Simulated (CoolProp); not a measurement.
Vapour-liquid equilibrium of n-octane (1) + m-xylene (2) at 405 kPa; x and y are mole fractions of (1).

Values from CoolProp's multi-fluid Helmholtz-energy mixture model, Beckmüller 2019 and Zhou 2012; pair parameters Bell 2016.

```json
[
 {"x": "0.05", "bubble temperature, mixture model (°C)": "198.4", "bubble temperature, Raoult's law (°C)": "198.6", "y, mixture model": "0.067", "y, Raoult's law": "0.066"},
 {"x": "0.2", "bubble temperature, mixture model (°C)": "195.4", "bubble temperature, Raoult's law (°C)": "196.0", "y, mixture model": "0.252", "y, Raoult's law": "0.253"},
 {"x": "0.35", "bubble temperature, mixture model (°C)": "192.7", "bubble temperature, Raoult's law (°C)": "193.6", "y, mixture model": "0.416", "y, Raoult's law": "0.422"},
 {"x": "0.5", "bubble temperature, mixture model (°C)": "190.4", "bubble temperature, Raoult's law (°C)": "191.3", "y, mixture model": "0.565", "y, Raoult's law": "0.576"},
 {"x": "0.65", "bubble temperature, mixture model (°C)": "188.3", "bubble temperature, Raoult's law (°C)": "189.0", "y, mixture model": "0.703", "y, Raoult's law": "0.716"},
 {"x": "0.8", "bubble temperature, mixture model (°C)": "186.4", "bubble temperature, Raoult's law (°C)": "186.9", "y, mixture model": "0.833", "y, Raoult's law": "0.845"},
 {"x": "0.95", "bubble temperature, mixture model (°C)": "184.7", "bubble temperature, Raoult's law (°C)": "184.8", "y, mixture model": "0.959", "y, Raoult's law": "0.963"}
]
```

The largest gap from Raoult's law is -0.9 K in bubble temperature, at x = 0.5. No azeotrope shows between x = 0.05 and 0.95.

Pair parameters are fitted to limited data, so mixtures are less certain than the pure fluids.
